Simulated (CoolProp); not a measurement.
Vapour-liquid equilibrium of ethanol (1) + n-octane (2) at 440.5 K; x and y are mole fractions of (1).

Model: multi-fluid Helmholtz-energy mixture model, Schroeder 2014 and Beckmüller 2019; pair parameters Bell 2016, in CoolProp.

```json
[
 {"x": "0.05", "bubble pressure, mixture model (bar)": "4.842", "bubble pressure, Raoult's law (bar)": "3.445", "y, mixture model": "(withheld)", "y, Raoult's law": "0.217"},
 {"x": "0.2", "bubble pressure, mixture model (bar)": "8.553", "bubble pressure, Raoult's law (bar)": "5.261", "y, mixture model": "0.664", "y, Raoult's law": "0.568"},
 {"x": "0.35", "bubble pressure, mixture model (bar)": "10.42", "bubble pressure, Raoult's law (bar)": "7.077", "y, mixture model": "0.736", "y, Raoult's law": "0.739"},
 {"x": "0.5", "bubble pressure, mixture model (bar)": "11.63", "bubble pressure, Raoult's law (bar)": "8.893", "y, mixture model": "(withheld)", "y, Raoult's law": "0.840"},
 {"x": "0.65", "bubble pressure, mixture model (bar)": "12.68", "bubble pressure, Raoult's law (bar)": "10.71", "y, mixture model": "0.826", "y, Raoult's law": "0.907"},
 {"x": "0.8", "bubble pressure, mixture model (bar)": "13.70", "bubble pressure, Raoult's law (bar)": "12.53", "y, mixture model": "(withheld)", "y, Raoult's law": "0.955"},
 {"x": "0.95", "bubble pressure, mixture model (bar)": "(withheld)", "bubble pressure, Raoult's law (bar)": "14.34", "y, mixture model": "(withheld)", "y, Raoult's law": "0.990"}
]
```

### Question
What belongs in the gaps?

### Answer

- 0.05, y, mixture model: 0.401
- 0.5, y, mixture model: 0.781
- 0.8, y, mixture model: 0.885
- 0.95, bubble pressure, mixture model (bar): 14.66
- 0.95, y, mixture model: 0.966

The largest gap from Raoult's law is +62.6 % in bubble pressure, at x = 0.2. No azeotrope shows between x = 0.05 and 0.95.

Pair parameters are fitted to limited data, so mixtures are less certain than the pure fluids. With so large a gap from Raoult's law the liquid may split in two, which this calculation doesn't test in full.
